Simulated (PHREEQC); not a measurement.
Spent oxide etchant (model solution)

Solution (25 °C): 0.061 mol/kgw HF, 0.064 mol/kgw H2SiF6 and 0.00017 mol/kgw H3BO3. Closed to the air; pH follows from the charge balance.

All values are PHREEQC results (ion-association model, phreeqc.dat), not measurements.

```json
{
 "pH": "0.99",
 "ionic_strength": "0.193 mol/kgw",
 "density": "1.004 g/cm³",
 "total_alkalinity": "-445 meq/kg"
}
```

| species | molality | activity | log γ |
|---|---|---|---|
| H+ | 0.129 | 0.103 | -0.097 |
| SiF6-2 | 0.0640 | 0.0193 | -0.520 |
| HF | 0.0595 | 0.0622 | 0.019 |
| F- | 0.000567 | 0.000403 | -0.149 |
| BF4- | 0.000169 | 0.000126 | -0.126 |
| HF2- | 0.000129 | 9.61e-5 | -0.126 |
| BF3OH- | 9.96e-7 | 7.45e-7 | -0.126 |
| H4SiO4 | 2.50e-8 | 2.61e-8 | 0.019 |

No solid was allowed to form. Complexes and solids missing from the database can't appear. SiF6-2 is the database's only silicon fluoride. Real BF4- forms and hydrolyses slowly; the run takes it at equilibrium.
